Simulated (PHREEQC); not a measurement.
Brine (model solution)

Make-up at 25 °C: 0.73 mol/kgw NaCl, 0.14 mol/kgw K2SO4 and 1.7 mol/kgw KBr. Closed to the air; pH follows from the charge balance.

Equilibrium calculation in PHREEQC: Pitzer model, pitzer.dat.

Each row changes one thing in this solution. No solid was allowed to form.

| case | SI of Sylvite (KCl) | SI of Halite (NaCl) |
|---|---|---|
| as made | -1.23 | -2.25 |
| diluted 5-fold with water | -2.53 | (withheld) |
| K2SO4 left out | (withheld) | (withheld) |
| KBr from 1.7 to 0.85 mol/kgw | -1.47 | -2.28 |
| NaCl from 0.73 to 3.65 mol/kgw | (withheld) | -0.60 |

Complete the blanks.


- diluted 5-fold with water, SI of Halite (NaCl): -3.62
- K2SO4 left out, SI of Sylvite (KCl): -1.27
- K2SO4 left out, SI of Halite (NaCl): -2.23
- NaCl from 0.73 to 3.65 mol/kgw, SI of Sylvite (KCl): -0.42
